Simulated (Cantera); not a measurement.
Low-pressure radical oxidation in H2/O2

A perfectly stirred reactor is fed with 9.09 % H2, 90.9 % O2, at 20.0 Torr; it is held at 1250 K, and followed from long to short residence time.

Model: GRI-Mech 3.0 (53 species, 325 reactions), integrated in Cantera. Radical loss at walls, strong at low pressure, is not modelled. The temperature is held fixed by assumption; the heat of reaction is taken as removed at once.

```json
[
 {"τ (s)": "12", "x H2": "3.51e-5", "x O2": "0.904", "x H2O": "0.0949", "x H": "8.57e-6", "x OH": "0.000538"},
 {"τ (s)": "2.2", "x H2": "0.000103", "x O2": "0.903", "x H2O": "0.0946", "x H": "4.69e-5", "x OH": "0.000948"},
 {"τ (s)": "0.40", "x H2": "0.000298", "x O2": "0.901", "x H2O": "0.0938", "x H": "0.000253", "x OH": "0.00167"},
 {"τ (s)": "0.073", "x H2": "0.000828", "x O2": "0.895", "x H2O": "0.0917", "x H": "0.00128", "x OH": "0.00289"},
 {"τ (s)": "0.013", "x H2": "0.00221", "x O2": "0.881", "x H2O": "0.0863", "x H": "0.00546", "x OH": "0.00478"},
 {"τ (s)": "0.0024", "x H2": "0.00564", "x O2": "0.862", "x H2O": "0.0759", "x H": "0.0141", "x OH": "0.00699"},
 {"τ (s)": "0.00043", "x H2": "0.0174", "x O2": "0.861", "x H2O": "0.0593", "x H": "0.0197", "x OH": "0.00928"}
]
```
x: mole fraction; the columns are a selection and need not sum to one.
